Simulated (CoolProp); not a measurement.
Vapour-liquid equilibrium of ethanol (1) + n-octane (2) at 393.9 K; x and y are mole fractions of (1).

Model: multi-fluid Helmholtz-energy mixture model, Schroeder 2014 and Beckmüller 2019; pair parameters Bell 2016, in CoolProp.

| x | bubble pressure (MPa) | y at the bubble point | dew pressure at overall composition x (MPa) | liquid density (mol/L) |
|---|---|---|---|---|
| 0.05 | 0.1772 | 0.505 | 0.09298 | 5.557 |
| 0.15 | 0.2836 | 0.700 | 0.1040 | 5.929 |
| 0.25 | 0.3356 | 0.755 | 0.1179 | 6.365 |
| 0.35 | 0.3621 | 0.780 | 0.1358 | 6.884 |
| 0.45 | 0.3778 | 0.796 | 0.1600 | 7.508 |
| 0.55 | 0.3899 | 0.811 | 0.1944 | 8.270 |
| 0.65 | 0.4017 | 0.829 | 0.2466 | 9.209 |
| 0.75 | 0.4139 | 0.855 | 0.3304 | 10.38 |
| 0.85 | 0.4259 | 0.895 | 0.4120 | 11.87 |
| 0.95 | 0.4349 | 0.957 | 0.4343 | 13.80 |

No azeotrope shows between x = 0.05 and 0.95.

Pair parameters are fitted to limited data, so mixtures are less certain than the pure fluids. With so large a gap from Raoult's law the liquid may split in two, which this calculation doesn't test in full.
